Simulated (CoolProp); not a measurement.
Values from CoolProp's reference Helmholtz-energy equation of state, Fiedler 2023.

Task: Give the vapour pressure (kPa), liquid density (kg/m³), vapour density (kg/m³), enthalpy of vaporisation (kJ/kg) of saturated tetrahydrofuran at 30.95 °C.

Result: 
| T (°C) | p (kPa) | liquid density (kg/m³) | vapour density (kg/m³) | enthalpy of vaporisation (kJ/kg) |
|---|---|---|---|---|
| 30.95 | 27.9 | 875 | 0.805 | 442 |
